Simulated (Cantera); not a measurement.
An isothermal, constant-pressure homogeneous reactor starts with NH3 : N2 = 1 : 1.8 (molar parts), at 2298 K and 12.8 Torr.

Cantera simulation using the gas-phase N/H chemistry of the illustrative SiF4/NH3 mechanism in the Surface Chemkin manual (1991); the numbers are that mechanism's predictions, not measurements. Walls and surfaces, which speed up NH3 decomposition in real reactors, are not modelled.

Problem. Predict: x(NH3) at 1.00 s; x(H2) at 1.00 s; x(NH2) at 1.00 s; x(N2) at 1.00 s; x(NH) at 1.00 s.

Solution. 
| Item | Value |
|---|---|
| x(NH3) at 1.00 s | 2.94e-5 (gas-phase equilibrium 3.76e-8) |
| x(H2) at 1.00 s | 0.386 (gas-phase equilibrium 0.364) |
| x(NH2) at 1.00 s | 3.03e-6 (gas-phase equilibrium 1.46e-8) |
| x(N2) at 1.00 s | 0.601 (gas-phase equilibrium 0.592) |
| x(NH) at 1.00 s | 2.16e-6 (gas-phase equilibrium 3.94e-8) |
